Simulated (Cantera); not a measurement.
What does this Cantera script print?

```python
import numpy as np
import cantera as ct

gas_names = [...]  # 109 gases of nasa_gas.yaml made of C, Cl, H, Si
cond_names = """
    C(gr) C6H6(L) C7H8(L) C8H18(L),n-octa Si(cr) Si(L) SiC(b)
""".split()


# ... load() reads the species with a 1 bar reference pressure and builds the phases ...
atoms = {
    'CH3SiCl3': {'C': 1, 'H': 3, 'Si': 1, 'CL': 3},
    'HCl': {'H': 1, 'CL': 1},
    'H2': {'H': 2},
}
top_T = {'C(gr)': 4500, 'SiC(b)': 3050}  # K; cautious upper limits of use, not melting points


# ... equilibrate(T, P, feed) seeds the gas with the atoms and calls Mixture.equilibrate('TP', solver="vcs", rtol=1e-11, max_steps=5000) ...
results = []
feed = {'CH3SiCl3': 1, 'HCl': 0.057, 'H2': 1.3}  # mol
P = 8700  # Pa
for T in [1348, 1448, 1548, 1648, 1748, 1848, 1948, 2048]:
    mix = equilibrate(T, P, feed)
    results.append((T, P, feed, dict(zip(mix.species_names, mix.species_moles))))

top = {s: max(r[3][s] / sum(r[3][g] for g in gas_names) for r in results) for s in gas_names}
cols = sorted((s for s in top if top[s] > 1e-06), key=lambda s: -top[s])[:7]
seen = [c for c in cond_names if any(r[3].get(c, 0) > 1e-12 for r in results)]
print("log10 of partial pressures in bar; condensed amounts in mol")
print(f"{'T/K':>10s}" + "".join(f"{s[:9]:>10s}" for s in cols + seen))
for T, P, feed, n in results:
    ng = sum(n[g] for g in gas_names)
    print(f"{T:10.4g}" + "".join(f"{np.log10(max(n[s] / ng * P / 1e5, 1e-99)):10.3f}" for s in cols)
          + "".join(f"{n.get(c, 0):10.4g}" for c in seen))
```

Output:

```
log10 of partial pressures in bar; condensed amounts in mol
       T/K       HCL        H2     SiCL2     SiCL4     SiCL3         H        CL     C(gr)    SiC(b)
      1348    -1.390    -1.401    -3.354    -2.289    -3.172    -6.336    -6.404    0.3069    0.6927
      1448    -1.336    -1.448    -2.964    -2.528    -3.029    -5.759    -5.736     0.249    0.7507
      1548    -1.310    -1.478    -2.678    -2.839    -2.982    -5.251    -5.180    0.2304    0.7694
      1648    -1.304    -1.490    -2.477    -3.211    -3.016    -4.795    -4.715    0.2459    0.7539
      1748    -1.312    -1.489    -2.337    -3.610    -3.099    -4.385    -4.321    0.2819    0.7177
      1848    -1.326    -1.481    -2.235    -4.008    -3.206    -4.016    -3.980    0.3269    0.6722
      1948    -1.344    -1.472    -2.157    -4.391    -3.321    -3.683    -3.680    0.3741     0.624
      2048    -1.364    -1.463    -2.096    -4.752    -3.439    -3.381    -3.413    0.4202    0.5761
```

Method: chemical equilibrium by Gibbs-energy minimisation in Cantera with the NASA 1993 tables (ideal gas, pure condensed phases). The feed counts by its element totals alone. The tables' values for SiCl3, SiCl are old estimates; treat these amounts as uncertain.
